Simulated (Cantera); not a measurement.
What does this Cantera script print?

```python
import numpy as np
import cantera as ct

gas = ct.Solution("gri30.yaml")
gas.TPX = 1673, 1500000, {'CO': 1, 'H2': 0.36, 'CH4': 0.17, 'O2': 0.85, 'N2': 2.89}
reactor = ct.IdealGasReactor(gas, energy="on", clone=False)
net = ct.ReactorNet([reactor])
net.rtol, net.atol = 1e-08, 1e-16
show = ['CO', 'H2', 'CH4', 'NO', 'C2H2', 'OH']
times = np.geomspace(1e-06, 0.2, 13)

steps = ct.SolutionArray(gas, extra=["t"])
rows = []
print(f"{'t/s':>10s}{'T/K':>9s}{'P/Pa':>11s}" + "".join(f"{s:>11s}" for s in show))
for t in times:
    while net.time < t:
        t_next = net.step()
        steps.append(gas.state, t=t_next)
    rows.append([np.interp(t, steps.t, y) for y in (steps.T, steps.P, *steps(*show).X.T)])
    print(f"{t:10.3e}{rows[-1][0]:9.1f}{rows[-1][1]:11.4g}" + "".join(f"{x:11.3e}" for x in rows[-1][2:]))
rate = np.gradient(steps.T, steps.t)
print("integrator steps:", len(steps.t))
if steps.T.max() > steps.T[0] + 200:
    print(f"time of steepest temperature rise: {steps.t[rate.argmax()]:.4e} s")
gas.TPX = 1673, 1500000, {'CO': 1, 'H2': 0.36, 'CH4': 0.17, 'O2': 0.85, 'N2': 2.89}
gas.equilibrate("UV")
print(f"equilibrium (UV): T = {gas.T:.1f} K  " + "  ".join(f"{s} {gas[s].X[0]:.3e}" for s in show))
```

Output:

```
       t/s      T/K       P/Pa         CO         H2        CH4         NO       C2H2         OH
 1.000e-06   1675.9  1.502e+06  1.896e-01  6.779e-02  3.170e-02  8.477e-11  8.697e-10  5.465e-05
 2.765e-06   2948.6  2.578e+06  1.414e-01  1.803e-02  3.989e-13  1.896e-04  2.922e-15  2.755e-02
 7.647e-06   3294.7  2.812e+06  1.219e-01  1.489e-02  7.715e-13  5.916e-03  1.388e-14  2.473e-02
 2.115e-05   3278.6  2.797e+06  1.228e-01  1.523e-02  8.436e-13  1.394e-02  1.453e-14  2.337e-02
 5.848e-05   3272.7  2.792e+06  1.232e-01  1.536e-02  8.716e-13  1.678e-02  1.477e-14  2.288e-02
 1.617e-04   3272.6  2.792e+06  1.232e-01  1.537e-02  8.723e-13  1.684e-02  1.477e-14  2.287e-02
 4.472e-04   3272.6  2.792e+06  1.232e-01  1.537e-02  8.723e-13  1.684e-02  1.477e-14  2.287e-02
 1.237e-03   3272.6  2.792e+06  1.232e-01  1.537e-02  8.723e-13  1.684e-02  1.477e-14  2.287e-02
 3.420e-03   3272.6  2.792e+06  1.232e-01  1.537e-02  8.723e-13  1.684e-02  1.477e-14  2.287e-02
 9.457e-03   3272.6  2.792e+06  1.232e-01  1.537e-02  8.723e-13  1.684e-02  1.477e-14  2.287e-02
 2.615e-02   3272.6  2.792e+06  1.232e-01  1.537e-02  8.723e-13  1.684e-02  1.477e-14  2.287e-02
 7.232e-02   3272.6  2.792e+06  1.232e-01  1.537e-02  8.723e-13  1.684e-02  1.477e-14  2.287e-02
 2.000e-01   3272.6  2.792e+06  1.232e-01  1.537e-02  8.723e-13  1.684e-02  1.477e-14  2.287e-02
integrator steps: 1597
time of steepest temperature rise: 2.3412e-06 s
equilibrium (UV): T = 3272.6 K  CO 1.232e-01  H2 1.537e-02  CH4 1.106e-12  NO 1.684e-02  C2H2 1.542e-14  OH 2.287e-02
```

Model: GRI-Mech 3.0 (53 species, 325 reactions), integrated in Cantera. The pressure lies above the range GRI-Mech 3.0 was tuned for (to about 10 atm). Above 3000 K some thermodynamic fits are extrapolated.
